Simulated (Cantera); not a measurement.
## Thermodynamics of boron, boron nitride and boron oxide, feed borazine + H2O

Input: 1 mol borazine, a varied amount of H2O, held at 2027 °C and 1.20 mbar.

Method: chemical equilibrium by Gibbs-energy minimisation in Cantera with the NASA 1993 tables (ideal gas, pure condensed phases). Candidate condensed phases: B, BN, B2O3, B3O3H3, H2O; 39 gas species. The feed counts by its element totals alone. The tables' values for BH2 are old estimates; treat these amounts as uncertain. Kinetics and transport are ignored.

```
n(H2O) (mol)   x H2   x N2    x BO    x H   x HBO   x HBO2   x B2O3      x B  n B(s)
------------  -----  -----  ------  -----  ------  -------  -------  -------  ------
0.57          0.468  0.241  0.0718  0.191  0.0157  1.05e-6  4.04e-7  0.00845    2.36
0.68          0.464  0.232  0.0824  0.190  0.0179  1.37e-6  6.11e-7  0.00845    2.24
0.81          0.460  0.223  0.0939  0.189  0.0203  1.78e-6  9.06e-7  0.00845    2.11
0.97          0.455  0.212   0.107  0.188  0.0230  2.29e-6  1.33e-6  0.00845    1.94
1.2           0.449  0.199   0.123  0.187  0.0264  3.03e-6  2.05e-6  0.00845    1.70
1.4           0.444  0.188   0.136  0.186  0.0289  3.66e-6  2.75e-6  0.00845    1.49
1.7           0.438  0.175   0.153  0.185  0.0322  4.58e-6  3.88e-6  0.00845    1.18
2             0.432  0.163   0.167  0.184  0.0350  5.44e-6  5.07e-6  0.00845   0.868
2.4           0.426  0.149   0.183  0.182  0.0381  6.49e-6  6.69e-6  0.00845   0.452
2.9           0.422  0.136   0.202  0.181  0.0419  1.32e-5  1.51e-5  0.00503       0
3.4           0.439  0.131   0.169  0.185  0.0357   0.0159   0.0149  2.99e-6       0
```
x: gas mole fraction; n: condensed amount in mol.

From 0.57 mol H2O to 2.4 mol H2O the condensed part is B(s). From 2.9 mol H2O to 3.4 mol H2O nothing is condensed. The main B-bearing gas is BO throughout.
